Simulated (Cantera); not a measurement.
Ammonia decomposition in nitride growth gas

An isothermal, constant-pressure homogeneous reactor starts with NH₃ : N₂ = 1 : 9.1 (molar parts), at 1850 K and 1.00 bar.

Detailed kinetics in Cantera: the gas-phase N/H chemistry of the illustrative SiF4/NH3 mechanism in the Surface Chemkin manual (1991). Walls and surfaces, which speed up NH3 decomposition in real reactors, are not modelled.

```
t (s)        x NH₃      x H₂     x NH₂   x N₂      x NH       x H
--------  --------  --------  --------  -----  --------  --------
1.00e-6     0.0990   9.14e-8   2.70e-7  0.901  1.52e-12   8.73e-8
4.90e-6     0.0990   7.68e-7   1.64e-6  0.901  7.54e-11   1.08e-7
2.40e-5     0.0990   4.19e-6   8.47e-6  0.901   2.74e-9   1.08e-7
0.000118    0.0990   2.15e-5   4.15e-5  0.901   1.02e-7   1.17e-7
0.000577    0.0988  0.000170  0.000158  0.901   9.14e-7   3.28e-7
0.00283     0.0977   0.00155  0.000188  0.901   1.44e-6   1.38e-6
0.0139      0.0928   0.00828  0.000160  0.899   2.00e-6   5.47e-6
0.0679      0.0727    0.0357  0.000118  0.891   2.36e-6   2.14e-5
0.333       0.0262    0.0993   5.33e-5  0.874   1.64e-6   7.39e-5
1.63       0.00172     0.133   6.08e-6  0.865   3.40e-7  0.000171
8.00      0.000145     0.135   5.85e-7  0.865   3.74e-8  0.000198
```
x: mole fraction; the columns are a selection and need not sum to one.

Equilibrium at this temperature and pressure: NH₃ 1.21e-6, H₂ 0.135, NH₂ 4.89e-9, N₂ 0.865, NH 3.14e-10, H 0.000199 (gas phase only).
